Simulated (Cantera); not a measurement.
Input (Python, Cantera):

```python
import numpy as np
import cantera as ct

gas = ct.Solution("gri30.yaml", transport_model="mixture-averaged")
show = ['NO', 'N2', 'H2O']

rows = []
print(f"{'T/K':>7s}{'rho':>11s}{'cp':>10s}{'mu':>11s}{'lambda':>11s}{'Pr':>7s}" + "".join(f"{'D_' + s:>11s}" for s in show))
for T in [400, 600, 800, 1000, 1200, 1400]:
    gas.TPX = T, 230, {'H2O': 0.47, 'NH3': 0.052}
    Pr = gas.cp_mass * gas.viscosity / gas.thermal_conductivity
    D = [gas.mix_diff_coeffs_mole[gas.species_index(s)] for s in show]
    rows.append([gas.density, gas.cp_mass, gas.viscosity, gas.thermal_conductivity, Pr, *D])
    print(f"{T:7g}{gas.density:11.4e}{gas.cp_mass:10.1f}{gas.viscosity:11.4e}"
          f"{gas.thermal_conductivity:11.4e}{Pr:7.3f}" + "".join(f"{d:11.4e}" for d in D))
print("SI units: kg/m3, J/kg/K, Pa s, W/m/K, m2/s")
```

Result:

```
    T/K        rho        cp         mu     lambda     Pr       D_NO       D_N2      D_H2O
    400 1.2391e-03    1937.0 1.3962e-05 3.7666e-02  0.718 1.7160e-02 1.7387e-02 1.5451e-02
    600 8.2605e-04    2077.3 2.1431e-05 6.1888e-02  0.719 3.6422e-02 3.6903e-02 3.5432e-02
    800 6.1954e-04    2231.4 2.8826e-05 8.9738e-02  0.717 6.0942e-02 6.1747e-02 6.2859e-02
   1000 4.9563e-04    2389.5 3.5985e-05 1.2006e-01  0.716 9.0052e-02 9.1241e-02 9.6943e-02
   1200 4.1303e-04    2543.9 4.2857e-05 1.5174e-01  0.718 1.2331e-01 1.2494e-01 1.3706e-01
   1400 3.5402e-04    2682.4 4.9432e-05 1.8398e-01  0.721 1.6041e-01 1.6253e-01 1.8272e-01
SI units: kg/m3, J/kg/K, Pa s, W/m/K, m2/s
```

Cantera simulation using GRI-Mech 3.0 (53 species, 325 reactions); the numbers are that mechanism's predictions, not measurements. Polar gases are described roughly by these parameters. The composition is frozen, though it would react at the higher temperatures.
